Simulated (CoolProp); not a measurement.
Saturation properties of water (Tc = 647.1 K, pc = 220.6 bar, ω = 0.344).

Values from CoolProp's reference Helmholtz-energy equation of state, Wagner 2002.

| T (K) | p (bar) | liquid density (kg/m³) | vapour density (kg/m³) | enthalpy of vaporisation (kJ/kg) | liquid cp (kJ/(kg K)) |
|---|---|---|---|---|---|
| 323.1 | 0.1232 | 988.0 | 0.08295 | 2382 | 4.182 |
| 337.9 | 0.2476 | 980.7 | 0.1598 | 2346 | … |
| 352.7 | 0.4656 | 972.0 | 0.2887 | 2309 | 4.197 |
| 367.5 | 0.8260 | … | … | 2271 | 4.210 |
| 382.4 | 1.398 | 951.5 | 0.8076 | 2232 | 4.227 |
| 397.2 | 2.255 | 939.8 | 1.263 | 2191 | 4.250 |
| 412 | 3.499 | 927.2 | 1.907 | 2148 | … |
| 426.8 | 5.246 | 913.6 | … | 2102 | 4.317 |
| 441.6 | 7.629 | 899.0 | 3.978 | 2054 | 4.362 |
| 456.5 | … | 883.4 | 5.549 | 2002 | 4.419 |
| 471.3 | 14.96 | 866.8 | 7.571 | 1947 | 4.486 |
| 486.1 | 20.23 | 849.1 | 10.15 | 1887 | 4.569 |

Problem. Complete the blanks.

Solution. 
- 337.9, liquid cp (kJ/(kg K)): 4.187
- 367.5, liquid density (kg/m³): 962.3
- 367.5, vapour density (kg/m³): 0.4937
- 412, liquid cp (kJ/(kg K)): 4.280
- 426.8, vapour density (kg/m³): 2.792
- 456.5, p (bar): 10.82

It boils at 373.1 K under 1 atm.
